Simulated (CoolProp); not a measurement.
A Linde-Hampson liquefier for dry air: isothermal reversible compression at 280 K from 1 atm to 20 MPa, throttling to 1 atm, return gas leaving the recuperator 2 K below the feed. Each further row changes one setting.

Model: reference Helmholtz-energy equation of state, Lemmon 2000, in CoolProp. It is a pseudo-pure fit of the blend.

```csv
case,liquid yield per pass,compression work (kJ/kg of gas)
as stated,___,421
high pressure 40 MPa,___,___
warm-end temperature 310 K,___,___
warm-end gap 7 K,___,421
```

**Question.** Fill in the missing entries.

**Answer.** 
- as stated, liquid yield per pass: 0.095
- high pressure 40 MPa, liquid yield per pass: 0.124
- high pressure 40 MPa, compression work (kJ/kg of gas): 482
- warm-end temperature 310 K, liquid yield per pass: 0.069
- warm-end temperature 310 K, compression work (kJ/kg of gas): 470
- warm-end gap 7 K, liquid yield per pass: 0.083
